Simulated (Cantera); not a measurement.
# Thermodynamics of metals in furnace atmospheres, feed Ti + H₂O + H₂

A closed system holds: 1 mol Ti, 12 mol H₂O, 170 mol H₂, held at 1.00 bar.

Method: chemical equilibrium by Gibbs-energy minimisation in Cantera with the NASA 1993 tables (ideal gas, pure condensed phases). Candidate condensed phases: H₂O, Ti, TiO, TiO₂, Ti₂O₃, Ti₃O₅, Ti₄O₇; 12 gas species. Condensed phases not in the tables: Magnéli phases beyond Ti₄O₇. Gases not in the tables: TiO(OH)₂. Rates play no part.

```tsv
T (K)	x H₂	x H₂O	x H	x OH	x TiO₂	x TiO	n TiO₂(rutile)	n Ti₄O₇(s)	n Ti₃O₅(s)
1075	0.945	0.0549	1.43e-8	3.14e-12	<1e-12	<1e-12	1.00	0	0
1175	0.945	0.0549	1.19e-7	4.83e-11	<1e-12	<1e-12	1.00	0	0
1275	0.945	0.0549	7.17e-7	4.85e-10	<1e-12	<1e-12	1.00	0	0
1375	0.945	0.0549	3.33e-6	3.49e-9	<1e-12	<1e-12	1.00	0	0
1475	0.945	0.0549	1.26e-5	1.92e-8	<1e-12	<1e-12	1.00	0	0
1575	0.945	0.0549	4.04e-5	8.53e-8	1.05e-11	<1e-12	1.00	0	0
1675	0.945	0.0549	0.000113	3.17e-7	1.74e-10	1.14e-11	1.00	0	0
1775	0.943	0.0563	0.000281	1.04e-6	1.87e-9	1.85e-10	0	0.250	0
1875	0.943	0.0568	0.000636	2.99e-6	1.49e-8	2.16e-9	0	0	0.333
1975	0.942	0.0567	0.00133	7.62e-6	9.08e-8	1.88e-8	0	0	0.333
```
x: gas mole fraction; n: condensed amount in mol.

From 1075 K to 1675 K the condensed part is TiO₂(rutile). At 1775 K the condensed part is Ti₄O₇(s). From 1875 K to 1975 K the condensed part is Ti₃O₅(s).
